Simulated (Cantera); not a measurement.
Input: 1 mol Si3H8, 0.1 mol Cl2, 820 mol H2, at 1523 K and 17.0 mbar.

Cantera equilibrium calculation (NASA polynomials, part measured and part estimated; ideal gas, pure solids and liquids). Candidate condensed phases: Si; 19 gas species. The feed counts by its element totals alone. Rates play no part.

Base state: H2 1.000, HCl 0.000242, H 0.000177 (mole fractions); condensed: Si(s).

**Question.** What changes in the equilibrium state with this change: temperature from 1523 K to 1773 K?

**Answer.** 
```json
[
 {"species": "H2", "before": "1.000", "after": "0.997"},
 {"species": "H", "before": "0.000177", "after": "0.00218"},
 {"species": "HCl", "before": "0.000242", "after": "0.000241"},
 {"species": "Si", "before": "1.06e-6", "after": "0.000125"},
 {"species": "SiH", "before": "4.04e-7", "after": "2.01e-5"},
 {"species": "SiH2", "before": "2.00e-6", "after": "2.46e-5"},
 {"species": "Si(s), mol", "before": "3.00", "after": "0"},
 {"species": "Si(l), mol", "before": "0", "after": "2.86"}
]
```
Gases not in the tables: Si2H6 and higher silanes.
